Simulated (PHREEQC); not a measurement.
# Metal-bearing waste water (model solution)

Solution (25 °C): 1 mmol/kgw FeCl3. It is in equilibrium with CO2 at log p = -3.4 (atm). Otherwise closed; pH follows from the charge balance.

The numbers come from PHREEQC with the ion-association model, phreeqc.dat.

Each row changes one thing in this solution. Precipitation was switched off in this run.

| case | pH | ionic strength (mol/kgw) | FeOH+2 (mol/kgw) | Fe(OH)2+ (mol/kgw) | Fe+3 (mol/kgw) | Fe(OH)3 (mol/kgw) | SI of Goethite (FeOOH) | SI of Hematite (Fe2O3) |
|---|---|---|---|---|---|---|---|---|
| as made | 3.01 | 0.00416 | 0.000641 | 0.000177 | 0.000131 | 2.18e-8 | +5.90 | +13.81 |
| FeCl3 from 0.001 to 0.0001 mol/kgw | 3.79 | 0.000337 | 3.38e-5 | 6.52e-5 | 9.31e-7 | 5.10e-8 | +6.27 | +14.54 |
| temperature from 25 to 45 °C | 2.93 | 0.00383 | 0.000629 | 0.000297 | 5.08e-5 | 6.94e-8 | +5.93 | +13.95 |
| diluted 2-fold with water | 3.23 | 0.00194 | 0.000306 | 0.000150 | 3.47e-5 | 3.13e-8 | +6.06 | +14.12 |
| temperature from 25 to 5 °C | 3.13 | 0.00467 | 0.000528 | 8.47e-5 | 0.000291 | 5.38e-9 | +5.83 | +13.58 |
| diluted 100-fold with water | 4.71 | 3.09e-5 | 5.67e-7 | 9.37e-6 | 1.78e-9 | 6.10e-8 | +6.35 | +14.70 |
| FeCl3 from 0.001 to 0.0002 mol/kgw | 3.54 | 0.000711 | 9.46e-5 | 9.98e-5 | 4.84e-6 | 4.36e-8 | +6.20 | +14.41 |

Complexes and solids missing from the database can't appear. Some of these states are supersaturated (in Hematite (slow to form), Goethite (slow to form), Fe(OH)3(a), for instance). Away from 25 °C the constants follow the database's enthalpies or fits; those with neither stay at their 25 °C values.
